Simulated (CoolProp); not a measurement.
Vapour-liquid equilibrium of R22 (1) + cyclohexane (2) at 68.15 °C; x and y are mole fractions of (1).

Values from CoolProp's multi-fluid Helmholtz-energy mixture model, Kamei 1995 and Zhou 2014; pair parameters Bell 2016.

Question: Give the bubble pressure and the first vapour's composition at x = 0.2, 0.65, 0.95. Is there an azeotrope?

Answer: x = 0.2: 9.184 bar, y = 0.920; x = 0.65: 19.50 bar, y = 0.965; x = 0.95: 26.90 bar, y = 0.992. No azeotrope shows between x = 0.05 and 0.95.

Pair parameters are fitted to limited data, so mixtures are less certain than the pure fluids. The gap from Raoult's law changes sign with composition, which may be real or a fault of the pair parameters; it wasn't checked against measurements.
